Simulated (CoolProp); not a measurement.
A single-stage vapour-compression cycle with the fluid: evaporating at 267.15 K (dew point), condensing at 325.15 K (bubble point), superheat 0 K, subcooling 5 K, compressor efficiency 0.9, no pressure losses. The same conditions are run with several fluids, on thermodynamics alone (safety and materials aside).

Computed with CoolProp (reference Helmholtz-energy equation of state of each fluid (R1132(E): Akasaka 2024; dimethyl ether: Wu 2011; R113: Marx 1992; R245ca: Zhou 2016; R143a: Lemmon and Jacobsen 2000; trans-2-butene: Lemmon 2005)).

### Question
Rank R1132(E), dimethyl ether, R113, R245ca, R143a, trans-2-butene by cooling COP, highest first.

### Answer
R113 (3.41), trans-2-butene (3.39), dimethyl ether (3.35), R245ca (3.32), R1132(E) (2.89), R143a (2.74)

```csv
fluid,pressure ratio,discharge temperature (K),refrigerating effect (kJ/kg),volumetric capacity (kJ/m³)
R1132(E),4.67,351.2,159,3530
dimethyl ether,5.58,345.4,314,1490
R113,10.5,325.1,112,106
R245ca,10.1,325.2,149,231
R143a,4.71,337.1,107,2420
trans-2-butene,6.57,330.9,289,584
```

The compression ends wet for: R113; R245ca.
